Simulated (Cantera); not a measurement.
Standard-state values (1 bar) from the NASA 1993 polynomials, evaluated with Cantera. Values are per mole of reaction as written; species without (g) are pure solids or liquids, kept so even where they would boil at 1 bar. TiC: taken at fixed stoichiometry.

Q: Between 448 and 548 K, where is each reaction favourable under standard conditions?
- 4 TiCl₃(g) + CCl₄(g) = C + 4 TiCl₄
- 4 TiCl₃ + CCl₄(g) = C + 4 TiCl₄
- 7 Cl₂(g) + 2 TiC = 2 TiCl₃ + 2 CCl₄(g)

A: 
- 4 TiCl₃(g) + CCl₄(g) = C + 4 TiCl₄: ΔG° is -718 kJ at 448 K and -672 kJ at 548 K; it stays negative (K > 1). ΔH° is -916 kJ and ΔS° -445 J/K at 548 K.
- 4 TiCl₃ + CCl₄(g) = C + 4 TiCl₄: ΔG° is -303 kJ at 448 K and -323 kJ at 548 K; it stays negative (K > 1). ΔH° is -207 kJ and ΔS° 213 J/K at 548 K.
- 7 Cl₂(g) + 2 TiC = 2 TiCl₃ + 2 CCl₄(g): ΔG° is -950 kJ at 448 K and -882 kJ at 548 K; it stays negative (K > 1). ΔH° is -1254 kJ and ΔS° -678 J/K at 548 K.
